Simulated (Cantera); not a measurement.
An isothermal, constant-pressure homogeneous reactor starts with 13.0 % N2O, 0.0999 % H2, 86.9 % N2, at 1525 K and 13300 Pa.

Model: GRI-Mech 3.0 (53 species, 325 reactions), integrated in Cantera. GRI-Mech 3.0 was tuned for natural gas; its chemistry of N2O as a main component is partial and can be far from experiment. The temperature is held fixed by assumption; the heat of reaction is taken as removed at once.

One state of this run: x N2O = 2.38e-7; x H2 = 3.12e-8; x OH = 1.07e-5; x NO = 0.0264; x O = 3.40e-6; x NO2 = 2.27e-5. x: mole fraction; the columns are a selection and need not sum to one.

### Question
Which value of t (s) does it belong to?
A. 0.0120
B. 0.000245
C. 0.0836
D. 4.09

### Answer
D, 4.09
